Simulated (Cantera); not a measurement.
An adiabatic, constant-pressure homogeneous reactor starts with 6.45 % CH₄, 0.710 % C₂H₆, 0.497 % C₃H₈, 14.9 % O₂, 77.4 % N₂, equivalence ratio 1.2, at 1775 K and 240 Torr.

Model: GRI-Mech 3.0 (53 species, 325 reactions), integrated in Cantera.

Q: Predict: time of steepest temperature rise; temperature at 1.00 s; equilibrium temperature; x(O) at 1.00 s; x(NO) at 1.00 s.

A: 
- time of steepest temperature rise = 94.6 µs
- temperature at 1.00 s = 2679 K
- equilibrium temperature = 2679 K
- x(O) at 1.00 s = 0.00548 (gas-phase equilibrium 0.00548)
- x(NO) at 1.00 s = 0.00601 (gas-phase equilibrium 0.00601)
